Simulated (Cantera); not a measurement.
A perfectly stirred reactor is fed with CH₄ : O₂ : N₂ = 1 : 2.44 : 23.7 (molar parts), equivalence ratio 0.82, at 140000 Pa; it is adiabatic with a 698 K inlet, and is followed from long to short residence time, starting on the burning branch (τ in s: 0.38, 0.12, 0.036, 0.011, 0.0034, 0.001, 0.00032, 9.9e-05, 3e-05).

Computed with Cantera and GRI-Mech 3.0 (53 species, 325 reactions).

x: mole fraction; the columns are a selection and need not sum to one.

```json
[
 {"τ (s)": "0.38", "T (K)": "1544", "x CH₄": "7.51e-6", "x O₂": "0.0163", "x N₂O": "5.22e-7", "x H₂O₂": "5.50e-8", "x C₂H₂": "3.88e-9", "x C₂H": "<1e-12"},
 {"τ (s)": "0.12", "T (K)": "1541", "x CH₄": "1.57e-5", "x O₂": "0.0164", "x N₂O": "5.78e-7", "x H₂O₂": "9.50e-8", "x C₂H₂": "7.19e-9", "x C₂H": "2.10e-12"},
 {"τ (s)": "0.036", "T (K)": "1535", "x CH₄": "3.42e-5", "x O₂": "0.0166", "x N₂O": "5.11e-7", "x H₂O₂": "1.62e-7", "x C₂H₂": "1.26e-8", "x C₂H": "5.09e-12"},
 {"τ (s)": "0.011", "T (K)": "1522", "x CH₄": "7.51e-5", "x O₂": "0.0173", "x N₂O": "4.01e-7", "x H₂O₂": "2.65e-7", "x C₂H₂": "2.18e-8", "x C₂H": "1.15e-11"},
 {"τ (s)": "0.0034", "T (K)": "1497", "x CH₄": "0.000177", "x O₂": "0.0186", "x N₂O": "3.02e-7", "x H₂O₂": "4.20e-7", "x C₂H₂": "4.61e-8", "x C₂H": "2.76e-11"},
 {"τ (s)": "0.0010", "T (K)": "1432", "x CH₄": "___", "x O₂": "___", "x N₂O": "___", "x H₂O₂": "___", "x C₂H₂": "___", "x C₂H": "9.91e-11"},
 {"τ (s)": "0.00032", "T (K)": "698", "x CH₄": "0.0368", "x O₂": "0.0899", "x N₂O": "<1e-12", "x H₂O₂": "<1e-12", "x C₂H₂": "<1e-12", "x C₂H": "<1e-12"},
 {"τ (s)": "9.9e-5", "T (K)": "698", "x CH₄": "0.0368", "x O₂": "0.0899", "x N₂O": "<1e-12", "x H₂O₂": "<1e-12", "x C₂H₂": "<1e-12", "x C₂H": "<1e-12"},
 {"τ (s)": "3.0e-5", "T (K)": "698", "x CH₄": "0.0368", "x O₂": "0.0899", "x N₂O": "<1e-12", "x H₂O₂": "<1e-12", "x C₂H₂": "<1e-12", "x C₂H": "<1e-12"}
]
```

Task: Complete the blanks.

Result: 
- 0.0010, x CH₄: 0.000671
- 0.0010, x O₂: 0.0230
- 0.0010, x N₂O: 2.00e-7
- 0.0010, x H₂O₂: 6.30e-7
- 0.0010, x C₂H₂: 2.46e-7
